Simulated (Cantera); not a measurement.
**Premixed flame**

A freely propagating, adiabatic, planar premixed flame of 25.9 % H2, 13.9 % O2, 39.0 % N2, 21.2 % H2O, unburnt at 375 K and 0.133 bar; mixture-averaged transport, grid criteria slope 0.08 and curve 0.16, no radiation.

Model: the H2/O2 subset of GRI-Mech 3.0, which has no nitrogen chemistry, integrated in Cantera. Burning velocities carry a grid error of a few per cent, more on coarse grids.

```
z (mm)  T (K)  u (m/s)    x H2    x O2  x H2O       x H   x H2O2      x OH
------  -----  -------  ------  ------  -----  --------  -------  --------
-12.8     375     2.33   0.259   0.139  0.212     <1e-8    <1e-8     <1e-8
-8.52     375     2.33   0.259   0.139  0.212     <1e-8    <1e-8     <1e-8
-6.39     375     2.33   0.259   0.139  0.212     <1e-8    <1e-8     <1e-8
-4.26     375     2.33   0.258   0.139  0.212     <1e-8    <1e-8     <1e-8
-2.13     377     2.33   0.256   0.140  0.213   3.76e-7  7.99e-7   4.42e-7
-1.06     495     3.00   0.234   0.139  0.226  0.000755  3.65e-5  0.000459
0         908     5.32   0.163   0.118  0.289    0.0164  4.42e-6  0.001000
1.06     1220     7.05  0.0780  0.0682  0.385    0.0403  1.81e-6   0.00447
2.13     1375     7.90  0.0480  0.0443  0.427    0.0432  1.81e-6   0.00808
4.26     1522     8.67  0.0424  0.0366  0.444    0.0336  1.06e-6    0.0109
8.52     1662     9.37  0.0392  0.0321  0.457    0.0231  5.17e-7    0.0126
17.0     1792     10.0  0.0337  0.0276  0.473    0.0145  2.63e-7    0.0132
34.1     1905     10.5  0.0267  0.0233  0.488   0.00824  1.50e-7    0.0125
```
x: mole fraction of selected species; z is measured from the peak of heat release.

| Quantity | Value |
|---|---|
| laminar burning velocity | 233 cm/s |
| thermal thickness | 4.26 mm |
| peak x(H) | 0.0441 |
| peak x(H2O2) | 3.78e-5 |
| peak x(OH) | 0.0132 |
| grid points | 124 |
